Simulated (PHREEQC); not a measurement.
1 kg of water holding 4.9 mmol/kgw K2CO3 and 4 mmol/kgw KHCO3 is evaporated at 75 °C; the solids stay in contact with the brine. CO2 is held at log p = -3.4 (atm). Only these solids could form: Kalicinite.

Computed with PHREEQC (Pitzer model, pitzer.dat).

```
water left (kg)  ionic strength  water activity  K in solution (mol/kgw)  C in solution (mol/kgw)
---------------  --------------  --------------  -----------------------  -----------------------
1                        0.0163           1.000                   0.0138                   0.0107
0.6755                   0.0249           0.999                   0.0204                   0.0151
0.5552                   0.0308           0.999                   0.0249                   0.0180
0.4563                   0.0380           0.999                   0.0302                   0.0214
0.3082                   0.0579           0.999                   0.0448                   0.0303
0.2082                   0.0879           0.998                   0.0663                   0.0430
0.1712                    0.108           0.998                   0.0806                   0.0512
0.1407                    0.133           0.997                   0.0981                   0.0612
0.09505                   0.201           0.996                    0.145                   0.0873
0.06421                   0.302           0.995                    0.215                    0.125
0.05279                   0.369           0.994                    0.261                    0.150
0.04339                   0.452           0.993                    0.318                    0.180
0.02934                   0.676           0.989                    0.470                    0.261
0.01983                    1.01           0.984                    0.696                    0.379
0.01632                    1.23           0.981                    0.845                    0.456
0.01342                    1.50           0.977                     1.03                    0.551
0.009083                   2.23           0.965                     1.52                    0.805
0.006147                   3.31           0.945                     2.24                     1.18
0.005067                   4.02           0.931                     2.72                     1.42
```

Away from 25 °C the constants follow the database's enthalpies or fits; those with neither stay at their 25 °C values.
